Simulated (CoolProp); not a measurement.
A single-stage vapour-compression cycle with propyne: evaporating at 283.15 K (dew point), condensing at 311.15 K (bubble point), superheat 2 K, subcooling 5 K, compressor efficiency 0.75, no pressure losses. Each further row changes one setting.

Values from CoolProp's reference Helmholtz-energy equation of state, Polt 1992. This equation is an older, rougher fit; its heat capacities, sound speeds and derivatives of the liquid may be far off and weren't checked against measurements.

| case | cooling COP | pressure ratio | discharge temperature (K) | refrigerating effect (kJ/kg) | volumetric capacity (kJ/m³) |
|---|---|---|---|---|---|
| as stated | 7.04 | 2.26 | 330.7 | 435 | 2940 |
| evaporating temperature 288.15 K | (withheld) | (withheld) | (withheld) | 440 | 3460 |
| condensing temperature 306.15 K | 8.72 | (withheld) | (withheld) | 447 | 3020 |
| subcooling 10 K | 7.23 | 2.26 | 330.7 | 447 | 3020 |
| superheat 12 K | (withheld) | 2.26 | 341.3 | (withheld) | 2920 |
| compressor efficiency 0.65 | (withheld) | 2.26 | 335.8 | 435 | 2940 |

Some entries are withheld; supply them.


- evaporating temperature 288.15 K, cooling COP: 8.84
- evaporating temperature 288.15 K, pressure ratio: 1.93
- evaporating temperature 288.15 K, discharge temperature (K): 327.2
- condensing temperature 306.15 K, pressure ratio: 1.98
- condensing temperature 306.15 K, discharge temperature (K): 323.0
- superheat 12 K, cooling COP: 6.98
- superheat 12 K, refrigerating effect (kJ/kg): 452
- compressor efficiency 0.65, cooling COP: 6.10
